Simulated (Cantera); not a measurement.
Cantera run, input and output.

```python
import numpy as np
import cantera as ct

gas = ct.Solution("gri30.yaml")


def delay(T, t_max=10):
    gas.TPX = T, 101325, {'CH4': 1, 'C2H6': 0.048, 'O2': 1.97, 'N2': 10.8}
    reactor = ct.IdealGasReactor(gas, clone=False)
    net = ct.ReactorNet([reactor])
    net.rtol, net.atol = 1e-8, 1e-16
    while net.time < t_max:
        t_old, T_old = net.time, reactor.T
        net.step()
        if reactor.T > T + 400:  # ignition: a rise of 400 K
            return t_old + (T + 400 - T_old) / (reactor.T - T_old) * (net.time - t_old)
    return np.nan


taus = []
for T in [1050, 1150, 1250, 1350, 1450, 1550, 1650, 1750, 1850, 1950]:
    taus.append(delay(T))
    print(f"T0 = {T:6g} K   tau = {taus[-1]:.4e} s")
```

Output:

```
T0 =   1050 K   tau = 1.3443e-01 s
T0 =   1150 K   tau = 3.6482e-02 s
T0 =   1250 K   tau = 1.0409e-02 s
T0 =   1350 K   tau = 3.0698e-03 s
T0 =   1450 K   tau = 9.6484e-04 s
T0 =   1550 K   tau = 3.4347e-04 s
T0 =   1650 K   tau = 1.4531e-04 s
T0 =   1750 K   tau = 7.3178e-05 s
T0 =   1850 K   tau = 4.2563e-05 s
T0 =   1950 K   tau = 2.7592e-05 s
```

Cantera simulation using GRI-Mech 3.0 (53 species, 325 reactions); the numbers are that mechanism's predictions, not measurements.
